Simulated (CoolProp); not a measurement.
Model: reference Helmholtz-energy equation of state, Thol 2017, in CoolProp.

Question: Give the vapour pressure (bar), liquid density (kg/m³), vapour density (kg/m³), enthalpy of vaporisation (kJ/kg) of saturated octamethyltrisiloxane (MDM) at 306.5, 385 K.

Answer: 
```tsv
T (K)	p (bar)	liquid density (kg/m³)	vapour density (kg/m³)	enthalpy of vaporisation (kJ/kg)
306.5	0.00846	807	0.0787	201
385	0.303	723	2.31	170
```
